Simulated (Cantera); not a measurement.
Charge: 1 mol ZrO2, 0.76 mol H2, 0.19 mol H2O, held at 1677 °C and 1.33 mbar.

Cantera equilibrium calculation (NASA polynomials, part measured and part estimated; ideal gas, pure solids and liquids). Kinetics and transport are ignored.

```tsv
species	before	after
H2	0.775	0.800
H2O	0.197	0.200
H	0.0276	0.000415
O	1.68e-5	3.62e-9
OH	0.000636	9.42e-6
ZrO2(tetragonal), mol	1.00	1.00
```
Gas species are given as mole fractions.

Problem. Which change was made?
A. temperature from 1677 °C to 1575 °C
B. pressure from 1.33 mbar to 6.10 bar
C. H2O from 0.19 to 3.3 mol
D. pressure from 1.33 mbar to 1 atm

Solution. B, pressure from 1.33 mbar to 6.10 bar
